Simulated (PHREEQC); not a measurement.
A solution holds 0.015 mol HF, 0.039 mol NH4HF2 and 0.029 mol HCl per kg of water, at 20 °C. Closed to the air; pH follows from the charge balance.

Model: ion-association model, phreeqc.dat, run in PHREEQC.

No solid was allowed to form.

### Question
Order these F species by the share of F that they hold, largest first: F-, HF2-, HF.

### Answer
HF (79 %), F- (14 %), HF2- (7.4 %)

The pH is 2.28 and the ionic strength 0.0451 mol/kgw.
